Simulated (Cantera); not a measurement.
Input: 1 mol AlN, 0.18 mol H2O, equilibrated at 773 K and 4.30e-5 bar.

These are equilibrium values from Cantera (NASA tables, ideal gas, pure condensed phases), not measurements of a reactor. Candidate condensed phases: Al, AlN, Al2O3, H2O; 35 gas species. The numbers say what is thermodynamically allowed, not how fast it happens.

Base state: H2 0.750, N2 0.250 (mole fractions); condensed: AlN(s) + Al2O3(s).

What changes in the equilibrium state with this change: AlN replaced by BN?


| species | before | after |
|---|---|---|
| H2 | 0.750 | 0.750 |
| N2 | 0.250 | 0.250 |
| H2O | <1e-9 | 0.000167 |
| AlN(s), mol | 0.880 | 0 |
| Al2O3(s), mol | 0.0600 | 0 |
| BN(s), mol | 0 | 0.880 |
| B2O3(l), mol | 0 | 0.0600 |
Further candidate phases: B, BN, B2O3, B3O3H3.

What changes in the equilibrium state with this change: 0.22 mol Cl2 added?


```json
[
 {"species": "H2", "before": "0.750", "after": "0.313"},
 {"species": "AlCl3", "before": "0", "after": "0.267"},
 {"species": "N2", "before": "0.250", "after": "0.264"},
 {"species": "HCl", "before": "0", "after": "0.156"},
 {"species": "Al2Cl6", "before": "0", "after": "1.91e-5"},
 {"species": "AlN(s), mol", "before": "0.880", "after": "0.757"},
 {"species": "Al2O3(s), mol", "before": "0.0600", "after": "0.0600"}
]
```
Condensed phases not in the tables: AlOCl. Further candidate phases: AlCl3, NH4Cl.

What changes in the equilibrium state with this change: temperature from 773 K to 1950 K?


```json
[
 {"species": "Al", "before": "<1e-9", "after": "0.415"},
 {"species": "N2", "before": "0.250", "after": "0.325"},
 {"species": "Al2O", "before": "<1e-9", "after": "0.117"},
 {"species": "H2", "before": "0.750", "after": "0.0904"},
 {"species": "H", "before": "<1e-9", "after": "0.0526"},
 {"species": "AlH", "before": "<1e-9", "after": "0.000256"},
 {"species": "AlO", "before": "<1e-9", "after": "0.000107"},
 {"species": "AlOH", "before": "<1e-9", "after": "0.000104"},
 {"species": "AlN(s), mol", "before": "0.880", "after": "0"},
 {"species": "Al2O3(s), mol", "before": "0.0600", "after": "0"}
]
```
The tables' values for AlOH are old estimates; treat these amounts as uncertain.
